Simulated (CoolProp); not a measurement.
Computed with CoolProp (reference Helmholtz-energy equation of state, Lemmon 2006). It is a short technical equation, of lower accuracy than the large ones.

Q: For CH3F (R41), give the phase and the cv (kJ/(kg K)), Joule-Thomson coefficient (K/MPa), fugacity coefficient at 36.75 °C and 2510 kPa; 36.75 °C and 5700 kPa; 36.75 °C and 29500 kPa.

A: 
- 36.75 °C and 2510 kPa: gas; cv 1.07, Joule-Thomson coefficient 15.1, fugacity coefficient 0.826
- 36.75 °C and 5700 kPa: liquid; cv 1.29, Joule-Thomson coefficient 1.89, fugacity coefficient 0.588
- 36.75 °C and 29500 kPa: liquid; cv 1.19, Joule-Thomson coefficient -0.00185, fugacity coefficient 0.187
